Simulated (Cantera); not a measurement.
Input (Python, Cantera) and output of one run.

```python
import numpy as np
import cantera as ct

gas_names = """
    C CN CO CO2 C2 CCN CNC C2N2 C2O C3 C3O2 C4 C4N2 C5 N NCO NO NO2 NO3 N2 N2O O O2 O3 Pb PbO Pb2
""".split()
cond_names = """
    C(gr) Pb(cr) Pb(L) PbO(rd) PbO(yw) PbO(L) PbO2(s) Pb3O4(s)
""".split()


# ... load() reads the species with a 1 bar reference pressure and builds the phases ...
atoms = {
    'PbO': {'Pb': 1, 'O': 1},
    'CO': {'C': 1, 'O': 1},
    'N2': {'N': 2},
}
top_T = {'C(gr)': 4500, 'Pb3O4(s)': 820}  # K; cautious upper limits of use, not melting points


# ... equilibrate(T, P, feed) seeds the gas with the atoms and calls Mixture.equilibrate('TP', solver="vcs", rtol=1e-11, max_steps=5000) ...
results = []
feed = {'PbO': 1, 'CO': 2.4, 'N2': 0.71}  # mol
T = 2125  # K
P = 30000  # Pa
mix = equilibrate(T, P, feed)
results.append((T, P, feed, dict(zip(mix.species_names, mix.species_moles))))
x = sorted(zip(gas.X, gas.species_names), reverse=True)
print(f"T = {T:g} K  P = {P:g} Pa  gas = {mix.phase_moles(0):.4g} mol")
print("   x: " + "  ".join(f"{s} {v:.3e}" for v, s in x if v > 1e-06))
print("   condensed (mol): " + ("  ".join(f"{mix.phase(i).name} {mix.phase_moles(i):.4g}"
      for i in range(1, mix.n_phases) if mix.phase_moles(i) > 1e-12) or "none"))
```

Output:

```
T = 2125 K  P = 30000 Pa  gas = 4.11 mol
   x: CO 3.465e-01  CO2 2.375e-01  Pb 2.374e-01  N2 1.727e-01  PbO 5.734e-03  Pb2 6.534e-05  NO 4.778e-05  O2 1.952e-05  O 1.332e-05
   condensed (mol): none
```

These are equilibrium values from Cantera (NASA tables, ideal gas, pure condensed phases), not measurements of a reactor. Gases not in the tables: (PbO)n polymers.
